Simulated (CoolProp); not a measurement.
Saturation properties of m-xylene (Tc = 343.7 °C, pc = 35.35 bar, ω = 0.326).

Model: reference Helmholtz-energy equation of state, Zhou 2012, in CoolProp.

```json
[
 {"T (°C)": "158.55", "p (bar)": "1.663", "liquid density (kg/m³)": "735.5", "surface tension (mN/m)": "14.2", "liquid viscosity (µPa s)": "192", "liquid conductivity (mW/(m K))": "96.4"},
 {"T (°C)": "165.35", "p (bar)": "1.954", "liquid density (kg/m³)": "728.3", "surface tension (mN/m)": "13.6", "liquid viscosity (µPa s)": "183", "liquid conductivity (mW/(m K))": "94.9"},
 {"T (°C)": "172.15", "p (bar)": "2.282", "liquid density (kg/m³)": "721.1", "surface tension (mN/m)": "12.9", "liquid viscosity (µPa s)": "175", "liquid conductivity (mW/(m K))": "93.4"},
 {"T (°C)": "178.95", "p (bar)": "2.652", "liquid density (kg/m³)": "713.7", "surface tension (mN/m)": "12.3", "liquid viscosity (µPa s)": "167", "liquid conductivity (mW/(m K))": "92.0"},
 {"T (°C)": "185.75", "p (bar)": "3.066", "liquid density (kg/m³)": "706.2", "surface tension (mN/m)": "11.6", "liquid viscosity (µPa s)": "160", "liquid conductivity (mW/(m K))": "90.6"},
 {"T (°C)": "192.55", "p (bar)": "3.528", "liquid density (kg/m³)": "698.5", "surface tension (mN/m)": "11.0", "liquid viscosity (µPa s)": "153", "liquid conductivity (mW/(m K))": "89.3"},
 {"T (°C)": "199.35", "p (bar)": "4.041", "liquid density (kg/m³)": "690.6", "surface tension (mN/m)": "10.4", "liquid viscosity (µPa s)": "146", "liquid conductivity (mW/(m K))": "88.0"},
 {"T (°C)": "206.15", "p (bar)": "4.609", "liquid density (kg/m³)": "682.6", "surface tension (mN/m)": "9.79", "liquid viscosity (µPa s)": "140", "liquid conductivity (mW/(m K))": "86.8"},
 {"T (°C)": "212.95", "p (bar)": "5.237", "liquid density (kg/m³)": "674.4", "surface tension (mN/m)": "9.19", "liquid viscosity (µPa s)": "133", "liquid conductivity (mW/(m K))": "85.6"},
 {"T (°C)": "219.75", "p (bar)": "5.926", "liquid density (kg/m³)": "665.9", "surface tension (mN/m)": "8.59", "liquid viscosity (µPa s)": "128", "liquid conductivity (mW/(m K))": "84.4"},
 {"T (°C)": "226.55", "p (bar)": "6.683", "liquid density (kg/m³)": "657.2", "surface tension (mN/m)": "8.00", "liquid viscosity (µPa s)": "122", "liquid conductivity (mW/(m K))": "83.3"},
 {"T (°C)": "233.35", "p (bar)": "7.510", "liquid density (kg/m³)": "648.2", "surface tension (mN/m)": "7.42", "liquid viscosity (µPa s)": "116", "liquid conductivity (mW/(m K))": "82.2"},
 {"T (°C)": "240.25", "p (bar)": "8.426", "liquid density (kg/m³)": "638.8", "surface tension (mN/m)": "6.85", "liquid viscosity (µPa s)": "111", "liquid conductivity (mW/(m K))": "81.2"},
 {"T (°C)": "247.05", "p (bar)": "9.409", "liquid density (kg/m³)": "629.2", "surface tension (mN/m)": "6.29", "liquid viscosity (µPa s)": "106", "liquid conductivity (mW/(m K))": "80.2"}
]
```

It boils at 139.1 °C under 1 atm.

Viscosity comes from a separate model (Cao 2016). Thermal conductivity comes from a separate model (Mylona 2014). Surface tension comes from a separate correlation (Mulero 2014).
